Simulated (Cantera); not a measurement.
Feed: 1 mol SiF4, 0.6 mol C2H2, a varied amount of H2, at 627 °C and 10.0 mbar.

Method: chemical equilibrium by Gibbs-energy minimisation in Cantera with the NASA 1993 tables (ideal gas, pure condensed phases). Candidate condensed phases: C, C6H6, C7H8, C8H18, Si, SiC; 113 gas species. The numbers say what is thermodynamically allowed, not how fast it happens.

Question: Which condensed phases are stable at each of these points (n(H2) (mol)): 160, 220, 280, 340, 400, 460, 510, 570, 630, 690, 750, 810?

Answer: 
| n(H2) (mol) | condensed phases | Si condensed (%) |
|---|---|---|
| 160 | C(graphite) | 0.0 |
| 220 | C(graphite) | 0.0 |
| 280 | C(graphite) | 0.0 |
| 340 | C(graphite) | 0.0 |
| 400 | gas only | 0.0 |
| 460 | gas only | 0.0 |
| 510 | gas only | 0.0 |
| 570 | gas only | 0.0 |
| 630 | gas only | 0.0 |
| 690 | gas only | 0.0 |
| 750 | gas only | 0.0 |
| 810 | gas only | 0.0 |

From 160 mol H2 to 340 mol H2 the condensed part is C(graphite). From 400 mol H2 to 810 mol H2 nothing is condensed.
